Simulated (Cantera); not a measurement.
An adiabatic, constant-pressure homogeneous reactor starts with CO : H₂ : O₂ : N₂ : H₂O = 1 : 0.62 : 0.352 : 1.32 : 0.1 (molar parts), equivalence ratio 2.3, at 1100 K and 3600 Torr. Integrator tolerance rtol = 1e-08.

Model: GRI-Mech 3.0 (53 species, 325 reactions), integrated in Cantera. The hydrogen kinetics of GRI-Mech 3.0 are dated; newer H2 mechanisms differ, most at raised pressure.

```json
[
 {"quantity": "time of steepest temperature rise", "before": "0.205 ms", "after": "0.326 ms"},
 {"quantity": "temperature at 1.00 s", "before": "2569 K", "after": "2587 K"},
 {"quantity": "equilibrium temperature", "before": "2569 K", "after": "2587 K"},
 {"quantity": "x(CO) at 1.00 s", "before": "0.234 (gas-phase equilibrium 0.234)", "after": "0.235 (gas-phase equilibrium 0.235)"},
 {"quantity": "x(H₂) at 1.00 s", "before": "0.0657 (gas-phase equilibrium 0.0657)", "after": "0.0658 (gas-phase equilibrium 0.0658)"},
 {"quantity": "x(O₂) at 1.00 s", "before": "9.24e-5 (gas-phase equilibrium 9.24e-5)", "after": "3.13e-5 (gas-phase equilibrium 3.13e-5)"},
 {"quantity": "x(NO) at 1.00 s", "before": "0.000403 (gas-phase equilibrium 0.000403)", "after": "0.000242 (gas-phase equilibrium 0.000242)"},
 {"quantity": "x(OH) at 1.00 s", "before": "0.00226 (gas-phase equilibrium 0.00226)", "after": "0.00133 (gas-phase equilibrium 0.00133)"},
 {"quantity": "x(H₂O₂) at 1.00 s", "before": "2.87e-8 (gas-phase equilibrium 2.87e-8)", "after": "3.29e-8 (gas-phase equilibrium 3.29e-8)"},
 {"quantity": "x(HO₂) at 1.00 s", "before": "9.89e-8 (gas-phase equilibrium 9.89e-8)", "after": "6.33e-8 (gas-phase equilibrium 6.33e-8)"}
]
```

Q: What was changed between the two runs?
A. initial temperature 1100 to 1548 K
B. constant volume in place of constant pressure
C. initial temperature 1100 to 1575 K
D. pressure from 3600 Torr to 12800 Torr

A: D, pressure from 3600 Torr to 12800 Torr
